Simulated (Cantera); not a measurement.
A closed system holds: 1 mol Fe2O3, 1500 mol H2, held at 825 K and 120 Torr.

These are equilibrium values from Cantera (NASA tables, ideal gas, pure condensed phases), not measurements of a reactor. Candidate condensed phases: Fe, FeO, Fe(OH)2, Fe(OH)3, Fe2O3, Fe3O4, H2O; 12 gas species. Rates play no part.

Question: What is the equilibrium state?

Answer: x(H2): 0.998
x(H2O): 0.00200
n(Fe(α)): 2.00 mol
gas amount: 1500 mol
log10 activity of Fe(OH)2(s) (absent): -9.51
log10 activity of Fe(OH)3(s) (absent): -17.17
